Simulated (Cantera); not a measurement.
A Cantera script and its output.

```python
import numpy as np
import cantera as ct

gas = ct.Solution("h2o2.yaml")
gas.TPX = 1100, 2666, {'H2': 0.061, 'O2': 1}
reactor = ct.IdealGasConstPressureReactor(gas, energy="off", clone=False)
net = ct.ReactorNet([reactor])
net.rtol, net.atol = 1e-08, 1e-18
show = ['H2', 'O2', 'H2O2', 'H', 'H2O']
times = np.geomspace(4e-06, 4, 15)

steps = ct.SolutionArray(gas, extra=["t"])
rows = []
print(f"{'t/s':>10s}{'T/K':>9s}{'P/Pa':>11s}" + "".join(f"{s:>11s}" for s in show))
for t in times:
    while net.time < t:
        t_next = net.step()
        steps.append(gas.state, t=t_next)
    rows.append([np.interp(t, steps.t, y) for y in (steps.T, steps.P, *steps(*show).X.T)])
    print(f"{t:10.3e}{rows[-1][0]:9.1f}{rows[-1][1]:11.4g}" + "".join(f"{x:11.3e}" for x in rows[-1][2:]))
rate = np.gradient(steps.T, steps.t)
print("integrator steps:", len(steps.t))
if steps.T.max() > steps.T[0] + 200:
    print(f"time of steepest temperature rise: {steps.t[rate.argmax()]:.4e} s")
gas.TPX = 1100, 2666, {'H2': 0.061, 'O2': 1}
gas.equilibrate("TP")
print(f"equilibrium (TP): T = {gas.T:.1f} K  " + "  ".join(f"{s} {gas[s].X[0]:.3e}" for s in show))
```

Result:

```
       t/s      T/K       P/Pa         H2         O2       H2O2          H        H2O
 4.000e-06   1100.0       2666  5.749e-02  9.425e-01  3.657e-16  4.786e-11  1.041e-13
 1.073e-05   1100.0       2666  5.749e-02  9.425e-01  2.628e-15  1.192e-10  1.846e-12
 2.879e-05   1100.0       2666  5.749e-02  9.425e-01  1.893e-14  2.802e-10  2.961e-11
 7.723e-05   1100.0       2666  5.749e-02  9.425e-01  1.365e-13  7.164e-10  4.072e-10
 2.072e-04   1100.0       2666  5.749e-02  9.425e-01  9.925e-13  3.471e-09  6.110e-09
 5.558e-04   1100.0       2666  5.749e-02  9.425e-01  8.273e-12  1.323e-07  3.505e-07
 1.491e-03   1100.0       2666  5.164e-02  9.384e-01  7.245e-08  1.675e-03  4.341e-03
 4.000e-03   1100.0       2666  1.021e-03  9.149e-01  2.297e-07  6.981e-03  5.241e-02
 1.073e-02   1100.0       2666  3.664e-04  9.313e-01  2.268e-07  1.517e-03  5.699e-02
 2.879e-02   1100.0       2666  7.387e-05  9.388e-01  1.885e-07  1.359e-04  5.866e-02
 7.723e-02   1100.0       2666  1.104e-05  9.404e-01  1.122e-07  8.299e-06  5.904e-02
 2.072e-01   1100.0       2666  1.731e-06  9.407e-01  5.006e-08  5.635e-07  5.914e-02
 5.558e-01   1100.0       2666  3.338e-07  9.408e-01  1.938e-08  5.210e-08  5.917e-02
 1.491e+00   1100.0       2666  7.987e-08  9.408e-01  7.163e-09  6.526e-09  5.918e-02
 4.000e+00   1100.0       2666  2.251e-08  9.408e-01  2.626e-09  1.021e-09  5.919e-02
integrator steps: 1696
equilibrium (TP): T = 1100.0 K  H2 4.958e-10  O2 9.408e-01  H2O2 8.471e-11  H 3.549e-12  H2O 5.919e-02
```

Computed with Cantera and the H2/O2 subset of GRI-Mech 3.0, which has no nitrogen chemistry. Radical loss at walls, strong at low pressure, is not modelled. The temperature is held fixed by assumption; the heat of reaction is taken as removed at once.
